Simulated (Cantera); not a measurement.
An adiabatic, constant-volume homogeneous reactor starts with CH₄ : CO : O₂ : N₂ = 1 : 0.075 : 0.886 : 3.33 (molar parts), equivalence ratio 2.3, at 1375 K and 33000 Pa. Integrator tolerance rtol = 1e-08.

Computed with Cantera and GRI-Mech 3.0 (53 species, 325 reactions).

Task: What does this change do: initial temperature 1375 to 1700 K?

Result: 
```csv
quantity,before,after
time of steepest temperature rise,15.6 ms,0.646 ms
temperature at 1.00 s,2503 K,2683 K
equilibrium temperature,2503 K,2683 K
x(CH₄) at 1.00 s,1.93e-11 (gas-phase equilibrium 2.16e-11),6.76e-12 (gas-phase equilibrium 7.54e-12)
x(CO) at 1.00 s,0.153 (gas-phase equilibrium 0.153),0.153 (gas-phase equilibrium 0.153)
x(O₂) at 1.00 s,1.41e-5 (gas-phase equilibrium 1.41e-5),8.37e-5 (gas-phase equilibrium 8.37e-5)
x(CH₂) at 1.00 s,2.61e-12 (gas-phase equilibrium 2.84e-12),4.94e-12 (gas-phase equilibrium 5.23e-12)
x(O) at 1.00 s,6.50e-5 (gas-phase equilibrium 6.50e-5),0.000386 (gas-phase equilibrium 0.000386)
```
